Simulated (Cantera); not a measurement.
## trisilylamine + NH₃ + H₂ (silicon nitride deposition)

A closed system holds: 1 mol trisilylamine, a varied amount of NH₃, 27 mol H₂, at 875 °C and 3900 Pa.

Method: chemical equilibrium by Gibbs-energy minimisation in Cantera with the NASA 1993 tables (ideal gas, pure condensed phases). Candidate condensed phases: Si, Si₃N₄; 18 gas species. The feed counts by its element totals alone. Mutual solubility and eutectic melting of coexisting phases are not modelled. The numbers say what is thermodynamically allowed, not how fast it happens.

```json
[
 {"n(NH₃) (mol)": "1.6", "x H₂": "1.000", "x N₂": "1.36e-7", "x NH₃": "3.54e-9", "x H": "3.64e-7", "n Si(s)": "1.05", "n Si₃N₄(s)": "0.650"},
 {"n(NH₃) (mol)": "2.2", "x H₂": "1.000", "x N₂": "1.36e-7", "x NH₃": "3.54e-9", "x H": "3.64e-7", "n Si(s)": "0.600", "n Si₃N₄(s)": "0.800"},
 {"n(NH₃) (mol)": "2.9", "x H₂": "1.000", "x N₂": "1.36e-7", "x NH₃": "3.54e-9", "x H": "3.64e-7", "n Si(s)": "0.0750", "n Si₃N₄(s)": "0.975"},
 {"n(NH₃) (mol)": "4", "x H₂": "0.987", "x N₂": "0.0132", "x NH₃": "1.08e-6", "x H": "3.61e-7", "n Si(s)": "0", "n Si₃N₄(s)": "1.00"},
 {"n(NH₃) (mol)": "5.3", "x H₂": "0.972", "x N₂": "0.0283", "x NH₃": "1.55e-6", "x H": "3.59e-7", "n Si(s)": "0", "n Si₃N₄(s)": "1.00"},
 {"n(NH₃) (mol)": "7.1", "x H₂": "0.954", "x N₂": "0.0464", "x NH₃": "1.93e-6", "x H": "3.55e-7", "n Si(s)": "0", "n Si₃N₄(s)": "1.00"},
 {"n(NH₃) (mol)": "9.6", "x H₂": "0.933", "x N₂": "0.0671", "x NH₃": "2.24e-6", "x H": "3.51e-7", "n Si(s)": "0", "n Si₃N₄(s)": "1.00"},
 {"n(NH₃) (mol)": "13", "x H₂": "0.911", "x N₂": "0.0893", "x NH₃": "2.49e-6", "x H": "3.47e-7", "n Si(s)": "0", "n Si₃N₄(s)": "1.00"},
 {"n(NH₃) (mol)": "17", "x H₂": "0.891", "x N₂": "0.109", "x NH₃": "2.67e-6", "x H": "3.43e-7", "n Si(s)": "0", "n Si₃N₄(s)": "1.00"},
 {"n(NH₃) (mol)": "23", "x H₂": "0.868", "x N₂": "0.132", "x NH₃": "2.82e-6", "x H": "3.39e-7", "n Si(s)": "0", "n Si₃N₄(s)": "1.00"}
]
```
x: gas mole fraction; n: condensed amount in mol.

From 1.6 mol NH₃ to 2.9 mol NH₃ the condensed part is Si(s) + Si₃N₄(s). From 4 mol NH₃ to 23 mol NH₃ the condensed part is Si₃N₄(s).
